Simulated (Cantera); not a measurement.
A closed system holds: 1 mol B₂O₃, 0.12 mol H₂O, 3.9 mol H₂, at 0.975 Torr.

Equilibrium computed with Cantera from the NASA thermochemical tables; the gas is ideal and each condensed phase is pure. Candidate condensed phases: B, B₂O₃, B₃O₃H₃, H₂O; 23 gas species. Rates play no part.

Q: At 1650 K, list the 7 most abundant gas species with their mole fractions, and the condensed phases.

A: H₂ 0.739, B₂O₃ 0.136, HBO₂ 0.0837, HBO 0.0285, B₂O₂ 0.00565, H₂O 0.00276, H 0.00217. Condensed: gas only.
